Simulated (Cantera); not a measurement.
# Pyrogenic steam for wet oxidation

An isothermal, constant-pressure homogeneous reactor starts with 20.1 % H2, 37.9 % O2, 41.7 % N2, 0.254 % H2O, at 1098 K and 90.0 Torr.

Computed with Cantera and GRI-Mech 3.0 (53 species, 325 reactions). The temperature is held fixed by assumption; the heat of reaction is taken as removed at once.

| t (s) | x H2 | x O2 | x H2O2 | x O | x H2O | x NO |
|---|---|---|---|---|---|---|
| 0.000800 | 0.00525 | 0.307 | 4.15e-6 | 0.00535 | 0.214 | 1.67e-6 |
| 0.00197 | 0.000613 | 0.310 | 2.40e-6 | 0.000437 | 0.225 | 1.71e-6 |
| 0.00487 | 9.94e-5 | 0.310 | 1.02e-6 | 6.16e-5 | 0.226 | 1.69e-6 |
| 0.0120 | 1.57e-5 | 0.310 | 3.91e-7 | 1.20e-5 | 0.226 | 1.68e-6 |
| 0.0296 | 2.36e-6 | 0.310 | 1.46e-7 | 2.90e-6 | 0.226 | 1.68e-6 |
| 0.0730 | 4.32e-7 | 0.310 | 5.55e-8 | 8.53e-7 | 0.226 | 1.69e-6 |
| 0.180 | 1.16e-7 | 0.310 | 2.19e-8 | 2.88e-7 | 0.226 | 1.70e-6 |
| 0.444 | 3.84e-8 | 0.310 | 8.83e-9 | 1.05e-7 | 0.226 | 1.71e-6 |
| 1.10 | 1.40e-8 | 0.310 | 3.62e-9 | 4.04e-8 | 0.226 | 1.71e-6 |
| 2.70 | 5.52e-9 | 0.310 | 1.52e-9 | 1.62e-8 | 0.226 | 1.71e-6 |
| 6.66 | 2.50e-9 | 0.310 | 6.96e-10 | 7.17e-9 | 0.226 | 1.71e-6 |
| 16.4 | 1.61e-9 | 0.310 | 4.28e-10 | 4.29e-9 | 0.226 | 1.70e-6 |
| 40.5 | 1.48e-9 | 0.310 | 3.87e-10 | 3.85e-9 | 0.226 | 1.70e-6 |
| 100 | 1.48e-9 | 0.310 | 3.86e-10 | 3.84e-9 | 0.226 | 1.70e-6 |
x: mole fraction; the columns are a selection and need not sum to one.

Equilibrium at this temperature and pressure: H2 1.48e-9, O2 0.310, H2O2 3.86e-10, O 3.84e-9, H2O 0.226, NO 7.82e-5 (gas phase only).
